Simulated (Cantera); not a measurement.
A diamond (100) surface in a fixed gas of H2 with x(CH4) = 0.0042, x(H) = 0.0019, x(CH3) = 0.00018, 0.0296 atm; coverages are run to steady state.

Cantera simulation using the Harris–Goodwin 1993 mechanism for the reconstructed diamond (100) surface; the numbers are that mechanism's predictions, not measurements.

θ: site fractions in the mechanism's names (c6HH fully hydrogenated, c6H* and c6*H radical sites, c6** diradical, c6HM methylated).

```json
[
 {"T (K)": "900", "growth (µm/h)": "1.51", "θ c6HH": "0.631", "θ c6H*": "0.00952", "θ c6*H": "0.266", "θ c6**": "0.00386", "θ c6HM": "0.0714"},
 {"T (K)": "950", "growth (µm/h)": "1.96", "θ c6HH": "0.598", "θ c6H*": "0.0131", "θ c6*H": "0.310", "θ c6**": "0.00594", "θ c6HM": "0.0559"},
 {"T (K)": "1000", "growth (µm/h)": "2.27", "θ c6HH": "0.566", "θ c6H*": "…", "θ c6*H": "…", "θ c6**": "…", "θ c6HM": "…"},
 {"T (K)": "1050", "growth (µm/h)": "2.18", "θ c6HH": "0.536", "θ c6H*": "0.0220", "θ c6*H": "0.393", "θ c6**": "0.0122", "θ c6HM": "0.0256"},
 {"T (K)": "1100", "growth (µm/h)": "1.63", "θ c6HH": "0.507", "θ c6H*": "0.0271", "θ c6*H": "0.430", "θ c6**": "0.0163", "θ c6HM": "0.0125"},
 {"T (K)": "1150", "growth (µm/h)": "1.06", "θ c6HH": "0.478", "θ c6H*": "0.0324", "θ c6*H": "0.460", "θ c6**": "0.0209", "θ c6HM": "0.00497"},
 {"T (K)": "1200", "growth (µm/h)": "0.744", "θ c6HH": "0.450", "θ c6H*": "0.0377", "θ c6*H": "0.483", "θ c6**": "0.0257", "θ c6HM": "0.00180"},
 {"T (K)": "1250", "growth (µm/h)": "0.643", "θ c6HH": "0.425", "θ c6H*": "0.0429", "θ c6*H": "0.500", "θ c6**": "0.0305", "θ c6HM": "0.000642"},
 {"T (K)": "1300", "growth (µm/h)": "0.628", "θ c6HH": "0.403", "θ c6H*": "0.0479", "θ c6*H": "0.512", "θ c6**": "0.0353", "θ c6HM": "0.000231"},
 {"T (K)": "1350", "growth (µm/h)": "0.579", "θ c6HH": "0.385", "θ c6H*": "0.0528", "θ c6*H": "0.521", "θ c6**": "0.0398", "θ c6HM": "8.37e-5"},
 {"T (K)": "1400", "growth (µm/h)": "…", "θ c6HH": "0.371", "θ c6H*": "…", "θ c6*H": "0.527", "θ c6**": "…", "θ c6HM": "…"}
]
```

Fill in the missing entries.


- 1000, θ c6H*: 0.0172
- 1000, θ c6*H: 0.352
- 1000, θ c6**: 0.00868
- 1000, θ c6HM: 0.0409
- 1400, growth (µm/h): 0.431
- 1400, θ c6H*: 0.0576
- 1400, θ c6**: 0.0439
- 1400, θ c6HM: 3.06e-5
